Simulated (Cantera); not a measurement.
**Thermodynamics of titanium nitride, carbide and oxide coatings, feed Ti(OiPr)4 + H2**

Feed: 1 mol Ti(OiPr)4, 2.4 mol H2, at 802 °C and 1000 Pa.

Method: chemical equilibrium by Gibbs-energy minimisation in Cantera with the NASA 1993 tables (ideal gas, pure condensed phases). Candidate condensed phases: C, C6H6, C7H8, C8H18, H2O, Ti, TiC, TiO, TiO2, Ti2O3, Ti3O5, Ti4O7; 113 gas species. The feed counts by its element totals alone. Condensed phases not in the tables: Magnéli phases beyond Ti4O7. Kinetics and transport are ignored.

```
Quantity                                 Value
-----------------------------------  ---------
x(H2)                                    0.879
x(CO)                                    0.121
x(CH4)                                0.000348
x(H2O)                                0.000134
x(CO2)                                 1.97e-5
n(C(graphite))                        9.75 mol
n(Ti4O7(s))                          0.250 mol
gas amount                           18.64 mol
log10 activity of Ti3O5(s) (absent)      -0.19
log10 activity of Ti2O3(s) (absent)      -0.54
log10 activity of Ti(α) (absent)        -10.51
```
